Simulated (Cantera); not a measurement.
A closed system holds: 1 mol SiH2Cl2, 1.6 mol O2, 0.77 mol NO, equilibrated at 2075 K and 0.100 bar.

Method: chemical equilibrium by Gibbs-energy minimisation in Cantera with the NASA 1993 tables (ideal gas, pure condensed phases). Candidate condensed phases: H2O, NH4Cl, Si, SiO2, Si2N2O, Si3N4; 47 gas species. The tables hold silica as quartz up to 1696 K and as liquid above; real silica turns to tridymite and cristobalite and melts near 1996 K. Rates play no part.

Base state: HCl 0.406, O2 0.236, Cl 0.158, N2 0.108, H2O 0.0790, OH 0.00474, NO 0.00366, Cl2 0.00263 (mole fractions); condensed: SiO2(l).

Problem. What changes in the equilibrium state with this change: temperature from 2075 K to 1125 K?

Solution. 
```
species                before    after
-------------------  --------  -------
HCl                     0.406    0.467
O2                      0.236    0.266
N2                      0.108    0.118
Cl                      0.158  0.00176
Cl2                   0.00263   0.0733
H2O                    0.0790   0.0742
O                     0.00179  7.52e-9
H2                   0.000256  1.10e-9
H                    0.000135    <1e-9
SiO2(l), mol            1.000        0
SiO2(β-quartz), mol         0     1.00
```
